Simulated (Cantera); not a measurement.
Feed: 1 mol SiC, 0.011 mol O2, 8.3 mol N2, held at 3.10 bar.

Method: chemical equilibrium by Gibbs-energy minimisation in Cantera with the NASA 1993 tables (ideal gas, pure condensed phases). Candidate condensed phases: C, Si, SiC, SiO2, Si2N2O, Si3N4; 34 gas species. Mutual solubility and eutectic melting of coexisting phases are not modelled. Kinetics and transport are ignored. All values below are at 1598 K.

Base state: N2 1.000, CO 0.000208 (mole fractions); condensed: C(graphite) + Si2N2O(s) + Si3N4(s).

### Question
What changes in the equilibrium state with this change: O2 from 0.011 to 2.5 mol?

### Answer
```csv
species,before,after
N2,1.000,0.846
CO2,<1e-9,0.102
O2,<1e-9,0.0505
NO,<1e-9,0.000976
CO,0.000208,5.01e-6
"C(graphite), mol",0.998,0
"Si2N2O(s), mol",0.0204,0
"Si3N4(s), mol",0.320,0
"SiO2(β-quartz), mol",0,1.00
```
The tables hold silica as quartz up to 1696 K and as liquid above; real silica turns to tridymite and cristobalite and melts near 1996 K.
